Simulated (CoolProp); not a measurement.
Saturated liquid density (kg/m³) of c-C4F8 (RC318): the reference equation beside estimates from Tc = 388.4 K, pc = 2778 kPa, ω = 0.355. Rackett uses Z = 0.29056 − 0.08775 ω.

The numbers come from the reference Helmholtz-energy equation of state, Platzer 1990 in CoolProp. This equation is an older, rougher fit; its heat capacities, sound speeds and derivatives of the liquid may be far off and weren't checked against measurements.

```
T (K)  reference  Rackett  van der Waals  Soave-Redlich-Kwong  Peng-Robinson
-----  ---------  -------  -------------  -------------------  -------------
291.8       1524     1643          935.8                 1427           1618
295.8       1508     1625          925.9                 1410           1599
299.8       1492     1607          915.7                 1392           1579
303.8       1475     1588          905.3                 1373           1558
307.8       1458     1569          894.7                 1354           1536
311.8       1441     1550          883.7                 1334           1514
315.8       1423     1530          872.4                 1314           1491
319.8       1405     1509          860.8                 1292           1467
323.8       1386     1488          848.9                 1270           1441
327.8       1367     1467          836.5                 1247           1415
331.8       1347     1445          823.7                 1222           1387
335.8       1326     1421          810.4                 1197           1359
339.8       1305     1397          796.6                 1171           1328
343.7       1283     1373          782.6                 1143           1297
347.7       1259     1347          767.5                 1114           1263
```

Absolute difference from the reference over all 15 rows, mean and median: Rackett 7.4 and 7.4 %, van der Waals 38.8 and 38.7 %, Soave-Redlich-Kwong 8.4 and 8.0 %, Peng-Robinson 4.0 and 4.4 %.
